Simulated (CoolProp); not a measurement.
Properties of ethanol along the isotherm 177.25 °C.

Model: reference Helmholtz-energy equation of state, Schroeder 2014, in CoolProp.

| p (bar) | phase | density (kg/m³) | expansivity (1/kK) | viscosity (µPa s) |
|---|---|---|---|---|
| 0.297 | gas | 0.3664 | 2.250 | 13.3 |
| 0.677 | gas | 0.8380 | 2.289 | 13.3 |
| 1.54 | gas | 1.922 | 2.380 | 13.3 |
| 3.5 | gas | 4.452 | 2.605 | 13.3 |
| 7.98 | gas | 10.65 | 3.239 | 13.4 |
| 18.2 | gas | 28.20 | 6.040 | 13.5 |
| 41.3 | liquid | 612.0 | 3.075 | 128 |
| 94 | liquid | 629.1 | 2.557 | 141 |

Viscosity comes from a separate model (Kiselev 2005).
